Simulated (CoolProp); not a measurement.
A simple Rankine cycle with R152A: condensing at 290.15 K, boiler at 2 MPa, turbine inlet 347.7 K, turbine efficiency 0.7, pump efficiency 0.7, no recuperator. Each further row changes one setting.

Computed with CoolProp (reference Helmholtz-energy equation of state, Outcalt 1996). It is a modified Benedict-Webb-Rubin equation, recast in Helmholtz form.

```csv
case,thermal efficiency (%),net work (kJ/kg),heat in (kJ/kg),turbine exit temperature (K),volume ratio over the turbine
as stated,9.2,29.0,315,290.1,4.48
turbine inlet 367.7 K,9.6,33.3,348,312.1,4.30
condensing temperature 282.15 K,10.5,34.3,328,282.1,5.76
boiler pressure 1.4 MPa,7.5,25.1,334,307.2,2.97
turbine efficiency 0.6,7.8,24.5,315,291.2,4.55
```

The expansion ends wet for: as stated; condensing temperature 282.15 K.
